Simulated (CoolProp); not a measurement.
A simple Rankine cycle with R114: condensing at 332.15 K, boiler at 2.46 MPa, turbine inlet 417.5 K, turbine efficiency 0.8, pump efficiency 0.6, no recuperator. Each further row changes one setting.

The numbers come from the reference Helmholtz-energy equation of state, Platzer 1990 in CoolProp. This equation is an older, rougher fit; its heat capacities, sound speeds and derivatives of the liquid may be far off and weren't checked against measurements.

```tsv
case	thermal efficiency (%)	net work (kJ/kg)	heat in (kJ/kg)	turbine exit temperature (K)	volume ratio over the turbine
as stated	9.7	15.5	159	370.1	5.32
turbine inlet 437.5 K	9.7	17.5	___	___	4.93
condensing temperature 324.15 K	10.8	18.0	___	365.3	6.58
boiler pressure 1.72 MPa	7.9	13.4	___	386.3	___
turbine efficiency 0.7	___	___	159	372.8	___
```

Some entries are withheld; supply them.


- turbine inlet 437.5 K, heat in (kJ/kg): 180
- turbine inlet 437.5 K, turbine exit temperature (K): 393.5
- condensing temperature 324.15 K, heat in (kJ/kg): 167
- boiler pressure 1.72 MPa, heat in (kJ/kg): 170
- boiler pressure 1.72 MPa, volume ratio over the turbine: 3.28
- turbine efficiency 0.7, thermal efficiency (%): 8.3
- turbine efficiency 0.7, net work (kJ/kg): 13.2
- turbine efficiency 0.7, volume ratio over the turbine: 5.38
